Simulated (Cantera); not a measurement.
Ignition delay

Mixture: 10.0 % CH₄, 18.3 % O₂, 68.6 % N₂, 3.11 % H₂O, equivalence ratio 1.1, at 5.53 atm, adiabatic and at constant pressure. Ignition delay is the time to a rise of 400 K.

Model: GRI-Mech 3.0 (53 species, 325 reactions), integrated in Cantera.

| T0 (K) | delay (ms) |
|---|---|
| 1273 | 3.95 |
| 1348 | 1.68 |
| 1423 | 0.752 |
| 1498 | 0.350 |
| 1573 | 0.170 |

```
Property                                                 Value
--------------------------------------------------  ----------
apparent activation energy between 1423 and 1573 K  180 kJ/mol
```
